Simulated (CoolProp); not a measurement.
R21 at 288.28 K and 0.0388 MPa is throttled through a valve to 0.0118 MPa with no heat exchange. Each further row changes one setting.

The numbers come from the reference Helmholtz-energy equation of state, Platzer 1990 in CoolProp. This equation is an older, rougher fit.

```csv
case,temperature change (K),final density (kg/m³)
as stated,-1.3,…
outlet pressure 0.00354 MPa,…,…
outlet pressure 0.0153 MPa,-1.1,…
```

Q: Complete the blanks.

A: 
- as stated, final density (kg/m³): 0.511
- outlet pressure 0.00354 MPa, temperature change (K): -1.7
- outlet pressure 0.00354 MPa, final density (kg/m³): 0.153
- outlet pressure 0.0153 MPa, final density (kg/m³): 0.663
